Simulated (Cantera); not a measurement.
A freely propagating, adiabatic, planar premixed flame of C₃H₈ : O₂ : N₂ : H₂ = 1 : 7.35 : 32.4 : 0.53 (molar parts), equivalence ratio 0.72, unburnt at 450 K and 5.00 bar; mixture-averaged transport, grid criteria slope 0.08 and curve 0.16, no radiation.

Detailed kinetics in Cantera: GRI-Mech 3.0 (53 species, 325 reactions). GRI-Mech 3.0 was tuned for natural gas; its chemistry of propane as a main component is partial and can be far from experiment. Burning velocities carry a grid error of a few per cent, more on coarse grids.

x: mole fraction of selected species; z is measured from the peak of heat release.

```tsv
z (mm)	T (K)	u (m/s)	x C₃H₈	x O₂	x C₂H	x HCO	x HCN	x HO₂
-0.452	451	0.261	0.0242	0.178	<1e-8	<1e-8	<1e-8	1.30e-7
-0.301	460	0.266	0.0242	0.177	<1e-8	<1e-8	<1e-8	1.33e-6
-0.226	479	0.277	0.0242	0.176	<1e-8	<1e-8	<1e-8	4.07e-6
-0.151	560	0.325	0.0236	0.169	<1e-8	<1e-8	<1e-8	2.09e-5
-0.0753	889	0.522	0.0175	0.139	<1e-8	3.14e-8	3.34e-8	0.000127
-0.0376	1204	0.717	0.00758	0.108	<1e-8	1.45e-6	6.87e-8	0.000240
0	1536	0.921	0.000273	0.0756	4.79e-8	1.09e-5	1.17e-7	0.000222
0.0376	1696	1.01	1.18e-7	0.0599	2.15e-8	1.13e-6	8.25e-8	5.15e-5
0.0753	1767	1.05	<1e-8	0.0545	<1e-8	(withheld)	(withheld)	(withheld)
0.151	1834	1.09	<1e-8	0.0509	<1e-8	<1e-8	<1e-8	1.42e-5
0.301	1873	1.11	<1e-8	0.0492	<1e-8	<1e-8	<1e-8	5.13e-6
0.602	1889	1.11	<1e-8	0.0488	<1e-8	<1e-8	<1e-8	1.70e-6
1.20	1893	1.12	<1e-8	0.0488	<1e-8	<1e-8	<1e-8	(withheld)
```

Problem. Complete the blanks.

Solution. 
- 0.0753, x HCO: 4.37e-8
- 0.0753, x HCN: 2.96e-8
- 0.0753, x HO₂: 2.90e-5
- 1.20, x HO₂: 1.01e-6
